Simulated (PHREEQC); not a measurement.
Spent oxide etchant: speciation

Consider water at 25 °C with 0.22 mol/kgw NH4HF2, 0.0074 mol/kgw (NH4)2SiF6, 0.0022 mol/kgw H3AsO4 and 4e-05 mol/kgw H2SO4. Closed to the air; pH follows from the charge balance.

Equilibrium calculation in PHREEQC: ion-association model, wateq4f.dat.

This is a speciation only: nothing precipitates in the calculation.

Question: Predict the pH.

Answer: pH 3.18.

Question: In which forms is S present?

Answer: SO4-2 54 %, NH4SO4- 45 %, HSO4- 1.3 % of the S.

wateq4f.dat counts part of the HF as a dimer, H2F2, which phreeqc.dat doesn't know; its constant is uncertain. SiF6-2 is the database's only silicon fluoride.
